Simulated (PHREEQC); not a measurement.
Make-up at 25 °C: 0.028 mol/kgw CdCl2, 0.0052 mol/kgw H3BO3 and 0.00024 mol/kgw HCl. Closed to the air; pH follows from the charge balance.

Computed with PHREEQC (ion-association model, phreeqc.dat).

Precipitation was switched off in this run.

Problem. What pH, ionic strength does the model give?

Solution. pH 3.69; ionic strength 0.0467 mol/kgw.

Problem. In which forms is Cl present?

Solution. Cl- 65 %, CdCl+ 29 %, CdCl2 5.9 % of the Cl.

Species that the database lacks are ignored.
